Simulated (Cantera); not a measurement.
## Adiabatic ignition

An adiabatic, constant-pressure homogeneous reactor starts with 8.64 % CH4, 19.2 % O2, 72.2 % N2, equivalence ratio 0.90, at 1500 K and 2.50 bar.

Model: GRI-Mech 3.0 (53 species, 325 reactions), integrated in Cantera.

```
t (s)     T (K)   x CH4    x O2     x CH3     x OH      x CO    x C2H2      x H
--------  -----  ------  ------  --------  -------  --------  --------  -------
1.00e-6    1500  0.0864   0.192   2.98e-7  6.07e-9    <1e-12    <1e-12  8.39e-9
4.59e-6    1500  0.0864   0.192   1.54e-6  1.10e-8  6.52e-11    <1e-12  9.57e-9
2.10e-5    1500  0.0863   0.192   9.27e-6  4.33e-8   7.65e-9    <1e-12  1.72e-8
9.65e-5    1500  0.0862   0.192   8.16e-5  3.16e-7   2.41e-6  5.63e-10  1.09e-7
0.000443   1531  0.0793   0.187  0.000473  6.82e-6   0.00155   2.73e-6  4.01e-6
0.00203    2765  <1e-12  0.0272    <1e-12   0.0177    0.0281    <1e-12  0.00477
0.00932    2763  <1e-12  0.0264    <1e-12   0.0174    0.0282    <1e-12  0.00473
0.0428     2763  <1e-12  0.0264    <1e-12   0.0174    0.0282    <1e-12  0.00473
0.196      2763  <1e-12  0.0264    <1e-12   0.0174    0.0282    <1e-12  0.00473
0.900      2763  <1e-12  0.0264    <1e-12   0.0174    0.0282    <1e-12  0.00473
```
x: mole fraction; the columns are a selection and need not sum to one.

```yaml
time_of_steepest_temperature_rise: 0.563 ms
temperature at 0.900 s: 2763 K
equilibrium_temperature: 2763 K
x(CH4) at 0.900 s: <1e-12 (gas-phase equilibrium <1e-12)
x(O2) at 0.900 s: 0.0264 (gas-phase equilibrium 0.0264)
x(CH3) at 0.900 s: <1e-12 (gas-phase equilibrium <1e-12)
```
